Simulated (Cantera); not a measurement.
A Cantera script and its output.

```python
import numpy as np
import cantera as ct

gas = ct.Solution("h2o2.yaml")
gas.TPX = 875, 100000, {'H2': 0.56, 'O2': 1, 'N2': 8.3}
reactor = ct.IdealGasConstPressureReactor(gas, energy="off", clone=False)
net = ct.ReactorNet([reactor])
net.rtol, net.atol = 1e-08, 1e-18
show = ['H2', 'O2', 'OH', 'H2O', 'H', 'O']
times = np.geomspace(3e-05, 50, 15)

steps = ct.SolutionArray(gas, extra=["t"])
rows = []
print(f"{'t/s':>10s}{'T/K':>9s}{'P/Pa':>11s}" + "".join(f"{s:>11s}" for s in show))
for t in times:
    while net.time < t:
        t_next = net.step()
        steps.append(gas.state, t=t_next)
    rows.append([np.interp(t, steps.t, y) for y in (steps.T, steps.P, *steps(*show).X.T)])
    print(f"{t:10.3e}{rows[-1][0]:9.1f}{rows[-1][1]:11.4g}" + "".join(f"{x:11.3e}" for x in rows[-1][2:]))
rate = np.gradient(steps.T, steps.t)
print("integrator steps:", len(steps.t))
if steps.T.max() > steps.T[0] + 200:
    print(f"time of steepest temperature rise: {steps.t[rate.argmax()]:.4e} s")
gas.TPX = 875, 100000, {'H2': 0.56, 'O2': 1, 'N2': 8.3}
gas.equilibrate("TP")
print(f"equilibrium (TP): T = {gas.T:.1f} K  " + "  ".join(f"{s} {gas[s].X[0]:.3e}" for s in show))
```

Result:

```
       t/s      T/K       P/Pa         H2         O2         OH        H2O          H          O
 3.000e-05    875.0      1e+05  5.680e-02  1.014e-01  4.890e-14  5.258e-13  8.794e-13  1.884e-13
 8.347e-05    875.0      1e+05  5.680e-02  1.014e-01  7.562e-14  2.814e-12  1.156e-12  3.331e-13
 2.323e-04    875.0      1e+05  5.680e-02  1.014e-01  8.178e-14  1.059e-11  1.220e-12  3.665e-13
 6.462e-04    875.0      1e+05  5.680e-02  1.014e-01  8.254e-14  3.269e-11  1.231e-12  3.699e-13
 1.798e-03    875.0      1e+05  5.680e-02  1.014e-01  8.452e-14  9.519e-11  1.260e-12  3.787e-13
 5.003e-03    875.0      1e+05  5.680e-02  1.014e-01  9.038e-14  2.772e-10  1.344e-12  4.038e-13
 1.392e-02    875.0      1e+05  5.680e-02  1.014e-01  1.093e-13  8.545e-10  1.596e-12  4.796e-13
 3.873e-02    875.0      1e+05  5.680e-02  1.014e-01  1.844e-13  3.177e-09  2.475e-12  7.438e-13
 1.078e-01    875.0      1e+05  5.680e-02  1.014e-01  6.276e-13  1.983e-08  6.927e-12  2.082e-12
 2.998e-01    875.0      1e+05  5.679e-02  1.014e-01  7.404e-12  3.837e-07  6.555e-11  1.969e-11
 8.343e-01    875.0      1e+05  5.674e-02  1.014e-01  3.374e-10  3.782e-05  2.085e-09  6.220e-10
 2.321e+00    875.0      1e+05  5.157e-02  9.881e-02  1.214e-08  4.999e-03  5.048e-08  1.487e-08
 6.459e+00    875.0      1e+05  2.247e-02  8.540e-02  1.890e-08  3.503e-02  3.197e-08  1.687e-08
 1.797e+01    875.0      1e+05  1.189e-03  7.570e-02  1.740e-08  5.721e-02  1.651e-09  8.661e-09
 5.000e+01    875.0      1e+05  7.642e-05  7.519e-02  3.348e-09  5.838e-02  2.027e-11  4.213e-10
integrator steps: 1316
equilibrium (TP): T = 875.0 K  H2 2.672e-13  O2 7.516e-02  OH 4.187e-09  H2O 5.846e-02  H 2.610e-17  O 5.671e-13
```

Model: the H2/O2 subset of GRI-Mech 3.0, which has no nitrogen chemistry, integrated in Cantera. Below about 950 K walls govern HO2 and H2O2 in real vessels. The temperature is held fixed by assumption; the heat of reaction is taken as removed at once.
